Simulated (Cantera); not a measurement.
An isothermal, constant-pressure homogeneous reactor starts with H2 : O2 : N2 = 0.065 : 1 : 0.12 (molar parts), equivalence ratio 0.033, at 1400 K and 0.0133 bar. Integrator tolerance rtol = 1e-08.

Detailed kinetics in Cantera: the H2/O2 subset of GRI-Mech 3.0, which has no nitrogen chemistry. Radical loss at walls, strong at low pressure, is not modelled. The temperature is held fixed by assumption; the heat of reaction is taken as removed at once.

### Question
What does this change do: H2 0.065 to 0.088 parts?

### Answer
| quantity | before | after |
|---|---|---|
| x(H2) at 4.00 s | 1.55e-6 (gas-phase equilibrium 2.42e-7) | 1.52e-6 (gas-phase equilibrium 3.28e-7) |
| x(O2) at 4.00 s | 0.839 (gas-phase equilibrium 0.839) | 0.821 (gas-phase equilibrium 0.821) |
| x(H2O2) at 4.00 s | 2.15e-9 (gas-phase equilibrium 6.67e-10) | 2.22e-9 (gas-phase equilibrium 8.84e-10) |
| x(O) at 4.00 s | 4.82e-5 (gas-phase equilibrium 7.56e-6) | 3.46e-5 (gas-phase equilibrium 7.48e-6) |
| x(OH) at 4.00 s | 0.000243 (gas-phase equilibrium 9.65e-5) | 0.000239 (gas-phase equilibrium 0.000111) |
| x(HO2) at 4.00 s | 4.93e-8 (gas-phase equilibrium 6.52e-8) | 5.47e-8 (gas-phase equilibrium 7.42e-8) |
| x(H2O) at 4.00 s | 0.0563 (gas-phase equilibrium 0.0563) | 0.0755 (gas-phase equilibrium 0.0755) |

### Question
What does this change do: pressure from 0.0133 bar to 0.0100 bar?

### Answer
```json
[
 {"quantity": "x(H2) at 4.00 s", "before": "1.55e-6 (gas-phase equilibrium 2.42e-7)", "after": "3.75e-6 (gas-phase equilibrium 2.80e-7)"},
 {"quantity": "x(O2) at 4.00 s", "before": "0.839 (gas-phase equilibrium 0.839)", "after": "0.839 (gas-phase equilibrium 0.839)"},
 {"quantity": "x(H2O2) at 4.00 s", "before": "2.15e-9 (gas-phase equilibrium 6.67e-10)", "after": "2.98e-9 (gas-phase equilibrium 5.77e-10)"},
 {"quantity": "x(O) at 4.00 s", "before": "4.82e-5 (gas-phase equilibrium 7.56e-6)", "after": "0.000117 (gas-phase equilibrium 8.73e-6)"},
 {"quantity": "x(OH) at 4.00 s", "before": "0.000243 (gas-phase equilibrium 9.65e-5)", "after": "0.000379 (gas-phase equilibrium 0.000104)"},
 {"quantity": "x(HO2) at 4.00 s", "before": "4.93e-8 (gas-phase equilibrium 6.52e-8)", "after": "5.63e-8 (gas-phase equilibrium 6.06e-8)"},
 {"quantity": "x(H2O) at 4.00 s", "before": "0.0563 (gas-phase equilibrium 0.0563)", "after": "0.0562 (gas-phase equilibrium 0.0563)"}
]
```

### Question
What does this change do: pressure from 0.0133 bar to 0.00110 bar?

### Answer
```
quantity                                             before                                     after
-----------------  ----------------------------------------  ----------------------------------------
x(H2) at 4.00 s     1.55e-6 (gas-phase equilibrium 2.42e-7)  0.000812 (gas-phase equilibrium 8.43e-7)
x(O2) at 4.00 s         0.839 (gas-phase equilibrium 0.839)       0.810 (gas-phase equilibrium 0.839)
x(H2O2) at 4.00 s  2.15e-9 (gas-phase equilibrium 6.67e-10)  4.66e-9 (gas-phase equilibrium 1.91e-10)
x(O) at 4.00 s      4.82e-5 (gas-phase equilibrium 7.56e-6)    0.0278 (gas-phase equilibrium 2.63e-5)
x(OH) at 4.00 s    0.000243 (gas-phase equilibrium 9.65e-5)  0.00548 (gas-phase equilibrium 0.000180)
x(HO2) at 4.00 s    4.93e-8 (gas-phase equilibrium 6.52e-8)   1.50e-7 (gas-phase equilibrium 3.49e-8)
x(H2O) at 4.00 s      0.0563 (gas-phase equilibrium 0.0563)     0.0495 (gas-phase equilibrium 0.0563)
```
